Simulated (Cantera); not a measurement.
Input (Python, Cantera) and output of one run.

```python
import numpy as np
import cantera as ct

gas_names = [...]  # 136 gases of nasa_gas.yaml made of C, H, N, O
cond_names = """
    C(gr) C6H6(L) C7H8(L) C8H18(L),n-octa H2O(s) H2O(L)
""".split()


# ... load() reads the species with a 1 bar reference pressure and builds the phases ...
atoms = {
    'C2H2': {'C': 2, 'H': 2},
    'H2O': {'H': 2, 'O': 1},
    'N2': {'N': 2},
}
top_T = {'C(gr)': 4500}  # K; cautious upper limits of use, not melting points


# ... equilibrate(T, P, feed) seeds the gas with the atoms and calls Mixture.equilibrate('TP', solver="vcs", rtol=1e-11, max_steps=5000) ...
results = []
feed = {'C2H2': 1, 'H2O': 0.036, 'N2': 14}  # mol
P = 100000  # Pa
for T in [1373, 1523, 1673, 1823, 1973, 2123, 2273, 2423]:
    mix = equilibrate(T, P, feed)
    results.append((T, P, feed, dict(zip(mix.species_names, mix.species_moles))))

top = {s: max(r[3][s] / sum(r[3][g] for g in gas_names) for r in results) for s in gas_names}
cols = sorted((s for s in top if top[s] > 0.001), key=lambda s: -top[s])[:5]
seen = [c for c in cond_names if any(r[3].get(c, 0) > 1e-12 for r in results)]
print("log10 of partial pressures in bar; condensed amounts in mol")
print(f"{'T/K':>10s}" + "".join(f"{s[:9]:>10s}" for s in cols + seen))
for T, P, feed, n in results:
    ng = sum(n[g] for g in gas_names)
    print(f"{T:10.4g}" + "".join(f"{np.log10(max(n[s] / ng * P / 1e5, 1e-99)):10.3f}" for s in cols)
          + "".join(f"{n.get(c, 0):10.4g}" for c in seen))
```

It prints:

```
log10 of partial pressures in bar; condensed amounts in mol
       T/K        N2        H2       HCN         H        CO     C(gr)
      1373    -0.032    -1.163    -3.999    -6.059    -2.622     1.962
      1523    -0.032    -1.164    -3.505    -5.218    -2.622     1.959
      1673    -0.032    -1.166    -3.100    -4.526    -2.622     1.951
      1823    -0.032    -1.169    -2.765    -3.948    -2.622     1.937
      1973    -0.033    -1.175    -2.482    -3.458    -2.622      1.91
      2123    -0.034    -1.187    -2.244    -3.038    -2.622     1.868
      2273    -0.035    -1.205    -2.041    -2.678    -2.622     1.807
      2423    -0.037    -1.233    -1.871    -2.368    -2.623     1.723
```

Equilibrium computed with Cantera from the NASA thermochemical tables; the gas is ideal and each condensed phase is pure.
